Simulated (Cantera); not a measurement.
Mixture: CH4 : CO : O2 : N2 = 1 : 0.14 : 1.72 : 6.9 (molar parts), at 0.370 bar, adiabatic and at constant pressure. Ignition delay is the time to a rise of 400 K.

Model: GRI-Mech 3.0 (53 species, 325 reactions), integrated in Cantera.

### Question
What does this change do: pressure from 0.370 bar to 27.0 bar?

### Answer
```
quantity                                                before       after
--------------------------------------------------  ----------  ----------
delay at 1175 K                                        0.193 s     3.16 ms
delay at 1275 K                                        43.0 ms    0.915 ms
delay at 1375 K                                        11.4 ms    0.310 ms
delay at 1475 K                                        3.68 ms    0.117 ms
apparent activation energy between 1425 and 1525 K  190 kJ/mol  170 kJ/mol
```
The pressure lies above the range GRI-Mech 3.0 was tuned for (to about 10 atm).

### Question
What does this change do: pressure from 0.370 bar to 18.0 bar?

### Answer
| quantity | before | after |
|---|---|---|
| delay at 1175 K | 0.193 s | 4.93 ms |
| delay at 1275 K | 43.0 ms | 1.42 ms |
| delay at 1375 K | 11.4 ms | 0.469 ms |
| delay at 1475 K | 3.68 ms | 0.172 ms |
| apparent activation energy between 1425 and 1525 K | 190 kJ/mol | 170 kJ/mol |
The pressure lies above the range GRI-Mech 3.0 was tuned for (to about 10 atm).
